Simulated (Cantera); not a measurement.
A perfectly stirred reactor is fed with CH₄ : CO₂ : H₂ = 1 : 2.2 : 0.45 (molar parts), at 82.5 Torr; it is held at 1975 K, and followed from long to short residence time.

Computed with Cantera and GRI-Mech 3.0 (53 species, 325 reactions).

Q: What does this change do: CO2 2.2 to 0.38 parts?

A: 
```
quantity                  before     after
----------------------  --------  --------
x(CH₄) at τ = 7.30 s    0.000361   0.00228
x(CO₂) at τ = 7.30 s      0.0611  0.000145
x(H₂) at τ = 7.30 s        0.280     0.661
x(CH₂O) at τ = 7.30 s    3.72e-7   1.27e-8
x(C₂H) at τ = 7.30 s     4.78e-9   8.24e-6
x(CH₄) at τ = 79.0 ms     0.0116    0.0242
x(CO₂) at τ = 79.0 ms      0.107   0.00804
x(H₂) at τ = 79.0 ms       0.221     0.597
x(CH₂O) at τ = 79.0 ms   1.76e-5   2.10e-6
x(C₂H) at τ = 79.0 ms    2.64e-6   8.80e-6
```
GRI-Mech 3.0 stops at C3 and has no aromatics, soot or wall deposition, so with more carbon than oxygen in the feed, carbon stays in small species such as C2H2 where larger ones or solid carbon would form.
